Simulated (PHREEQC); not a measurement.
Solution (9.8 °C): 0.076 mol/kgw HF and 0.0053 mol/kgw Na2B4O7. Closed to the air; pH follows from the charge balance.

The numbers come from PHREEQC with the ion-association model, phreeqc.dat.

No solid was allowed to form.

Question: Estimate the pH.

Answer: pH 2.13.

Question: In which forms is F present?

Answer: BF4- 89 %, HF 5.4 %, BF3OH- 4.5 %, F- 0.7 %, BF2(OH)2- 0.6 % of the F.

Away from 25 °C the constants follow the database's enthalpies or fits; those with neither stay at their 25 °C values. Real BF4- forms and hydrolyses slowly; the run takes it at equilibrium.
